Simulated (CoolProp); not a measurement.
Computed with CoolProp (reference Helmholtz-energy equation of state, Span 2000).

### Question
For nitrogen, give the phase and the cp (kJ/(kg K)), cv (kJ/(kg K)), expansivity (1/kK), viscosity (µPa s) at 103.1 K and 6.28 MPa; 132.7 K and 6.28 MPa; 211.6 K and 6.28 MPa.

### Answer
- 103.1 K and 6.28 MPa: liquid; cp 2.14, cv 0.981, expansivity 7.48, viscosity 80.1
- 132.7 K and 6.28 MPa: supercritical; cp 3.64, cv 0.954, expansivity 27.0, viscosity 32.8
- 211.6 K and 6.28 MPa: supercritical; cp 1.33, cv 0.781, expansivity 6.97, viscosity 15.6

Viscosity comes from a separate model (Lemmon 2004).
